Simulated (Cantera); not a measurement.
## Adiabatic ignition

An adiabatic, constant-pressure homogeneous reactor starts with CH3OH : O2 : N2 = 1 : 0.714 : 2.69 (molar parts), at 1075 K and 120000 Pa.

Cantera simulation using GRI-Mech 3.0 (53 species, 325 reactions); the numbers are that mechanism's predictions, not measurements. GRI-Mech 3.0 was tuned for natural gas; its chemistry of methanol as a main component is partial and can be far from experiment.

| t (s) | T (K) | x CH3OH | x O2 | x H | x C2H2 | x OH | x C2H6 |
|---|---|---|---|---|---|---|---|
| 5.00e-6 | 1075 | 0.227 | 0.162 | 1.11e-11 | <1e-12 | 8.19e-12 | <1e-12 |
| 1.13e-5 | 1075 | 0.227 | 0.162 | 1.14e-11 | <1e-12 | 8.20e-12 | <1e-12 |
| 2.55e-5 | 1075 | 0.227 | 0.162 | 1.17e-11 | <1e-12 | 8.23e-12 | <1e-12 |
| 5.74e-5 | 1075 | 0.227 | 0.162 | 1.21e-11 | <1e-12 | 8.25e-12 | <1e-12 |
| 0.000130 | 1075 | 0.227 | 0.162 | 1.22e-11 | <1e-12 | 8.26e-12 | <1e-12 |
| 0.000292 | 1075 | 0.227 | 0.162 | 1.23e-11 | <1e-12 | 8.26e-12 | <1e-12 |
| 0.000660 | 1075 | 0.227 | 0.162 | 1.24e-11 | <1e-12 | 8.29e-12 | <1e-12 |
| 0.00149 | 1075 | 0.227 | 0.162 | 1.27e-11 | <1e-12 | 8.46e-12 | <1e-12 |
| 0.00336 | 1075 | 0.227 | 0.162 | 1.39e-11 | <1e-12 | 9.81e-12 | 1.73e-12 |
| 0.00758 | 1075 | 0.227 | 0.162 | 1.98e-11 | <1e-12 | 1.85e-11 | 3.86e-12 |
| 0.0171 | 1075 | 0.227 | 0.162 | 4.68e-11 | <1e-12 | 6.25e-11 | 8.45e-12 |
| 0.0386 | 1075 | 0.227 | 0.162 | 2.76e-10 | <1e-12 | 4.53e-10 | 1.78e-11 |
| 0.0871 | 2228 | <1e-12 | 3.63e-6 | 0.00226 | <1e-12 | 0.000500 | <1e-12 |
| 0.196 | 2228 | <1e-12 | 3.62e-6 | 0.00225 | <1e-12 | 0.000500 | <1e-12 |
| 0.443 | 2228 | <1e-12 | 3.61e-6 | 0.00225 | <1e-12 | 0.000499 | <1e-12 |
| 1.00 | 2228 | <1e-12 | 3.61e-6 | 0.00225 | <1e-12 | 0.000499 | <1e-12 |
x: mole fraction; the columns are a selection and need not sum to one.

time of steepest temperature rise: 70.7 ms
temperature at 1.00 s: 2228 K
equilibrium temperature: 2228 K
x(CH3OH) at 1.00 s: <1e-12 (gas-phase equilibrium <1e-12)
x(O2) at 1.00 s: 3.61e-6 (gas-phase equilibrium 3.61e-6)
x(H) at 1.00 s: 0.00225 (gas-phase equilibrium 0.00225)
